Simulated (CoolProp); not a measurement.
R407C at several states: fugacity coefficient from the reference equation and from simpler models built on Tc = 86.2 °C, pc = 4.632 MPa, ω = 0.363; each cubic takes its own stable root.

Model: reference Helmholtz-energy equation of state, Lemmon 2003, in CoolProp. It is a pseudo-pure fit of the blend.

```json
[
 {"T (°C)": "170.65", "p (MPa)": "0.0153", "phase": "gas", "reference": "0.9994"},
 {"T (°C)": "186.55", "p (MPa)": "5.76", "phase": "supercritical", "reference": "0.8315"},
 {"T (°C)": "138.55", "p (MPa)": "0.572", "phase": "gas", "reference": "0.9726"}
]
```

Q: How far does each simpler model (van der Waals, Redlich-Kwong, Soave-Redlich-Kwong, Peng-Robinson) lie from the reference over these 3 states: mean and median of the absolute difference, and the worst?

A: 
- van der Waals: mean 1.0 %, median 0.1 %, worst -2.8 % at 186.55 °C and 5.76 MPa
- Redlich-Kwong: mean 0.8 %, median 0.1 %, worst -2.2 % at 186.55 °C and 5.76 MPa
- Soave-Redlich-Kwong: mean 1.0 %, median 0.2 %, worst +2.9 % at 186.55 °C and 5.76 MPa
- Peng-Robinson: mean 0.2 %, median 0.2 %, worst -0.4 % at 186.55 °C and 5.76 MPa
